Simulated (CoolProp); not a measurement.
Aqueous methanol as a coolant, 11 % by mass, freezing at -7.3 °C, 1 atm.

Values from CoolProp's Melinder's fits for secondary coolants.

```
T (°C)  conductivity (W/(m K))  cp (kJ/(kg K))  density (kg/m³)  Prandtl number
------  ----------------------  --------------  ---------------  --------------
-6.2                     0.496           4.237              [?]            28.9
3.8                      0.510           4.221            982.8            18.7
13.8                     0.524           4.203            981.4             [?]
23.8                     0.538             [?]              [?]            9.38
33.9                       [?]           4.165            975.7             [?]
```

Some entries are withheld; supply them.


- -6.2, density (kg/m³): 983.3
- 13.8, Prandtl number: 12.9
- 23.8, cp (kJ/(kg K)): 4.184
- 23.8, density (kg/m³): 979.0
- 33.9, conductivity (W/(m K)): 0.551
- 33.9, Prandtl number: 7.10
